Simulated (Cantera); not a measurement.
Input (Python, Cantera):

```python
import numpy as np
import cantera as ct

gas = ct.Solution("gri30.yaml")
gas.TPX = 1773, 68000, {'NO': 1, 'N2': 2.3}
reactor = ct.IdealGasConstPressureReactor(gas, energy="off", clone=False)
net = ct.ReactorNet([reactor])
net.rtol, net.atol = 1e-08, 1e-18
show = ['NO', 'N2', 'O2', 'N2O', 'NO2', 'O']
times = np.geomspace(9e-05, 5, 9)

steps = ct.SolutionArray(gas, extra=["t"])
rows = []
print(f"{'t/s':>10s}{'T/K':>9s}{'P/Pa':>11s}" + "".join(f"{s:>11s}" for s in show))
for t in times:
    while net.time < t:
        t_next = net.step()
        steps.append(gas.state, t=t_next)
    rows.append([np.interp(t, steps.t, y) for y in (steps.T, steps.P, *steps(*show).X.T)])
    print(f"{t:10.3e}{rows[-1][0]:9.1f}{rows[-1][1]:11.4g}" + "".join(f"{x:11.3e}" for x in rows[-1][2:]))
rate = np.gradient(steps.T, steps.t)
print("integrator steps:", len(steps.t))
if steps.T.max() > steps.T[0] + 200:
    print(f"time of steepest temperature rise: {steps.t[rate.argmax()]:.4e} s")
gas.TPX = 1773, 68000, {'NO': 1, 'N2': 2.3}
gas.equilibrate("TP")
print(f"equilibrium (TP): T = {gas.T:.1f} K  " + "  ".join(f"{s} {gas[s].X[0]:.3e}" for s in show))
```

Result:

```
       t/s      T/K       P/Pa         NO         N2         O2        N2O        NO2          O
 9.000e-05   1773.0    6.8e+04  3.030e-01  6.970e-01  2.803e-09  1.004e-06  5.013e-07  5.291e-07
 3.526e-04   1773.0    6.8e+04  3.030e-01  6.970e-01  2.781e-08  3.784e-06  3.282e-06  8.905e-07
 1.382e-03   1773.0    6.8e+04  3.030e-01  6.970e-01  4.583e-07  1.280e-05  1.582e-05  1.999e-06
 5.414e-03   1773.0    6.8e+04  3.029e-01  6.970e-01  1.507e-05  3.028e-05  5.947e-05  5.464e-06
 2.121e-02   1773.0    6.8e+04  3.025e-01  6.972e-01  1.859e-04  3.742e-05  8.337e-05  7.242e-06
 8.312e-02   1773.0    6.8e+04  3.010e-01  6.980e-01  9.146e-04  3.708e-05  9.113e-05  7.889e-06
 3.257e-01   1773.0    6.8e+04  2.953e-01  7.008e-01  3.735e-03  3.557e-05  1.152e-04  9.972e-06
 1.276e+00   1773.0    6.8e+04  2.744e-01  7.113e-01  1.415e-02  3.047e-05  1.689e-04  1.534e-05
 5.000e+00   1773.0    6.8e+04  2.107e-01  7.431e-01  4.595e-02  1.773e-05  2.191e-04  2.539e-05
integrator steps: 716
equilibrium (TP): T = 1773.0 K  NO 3.330e-03  N2 8.468e-01  O2 1.498e-01  N2O 1.642e-07  NO2 6.150e-06  O 4.434e-05
```

Computed with Cantera and GRI-Mech 3.0 (53 species, 325 reactions).
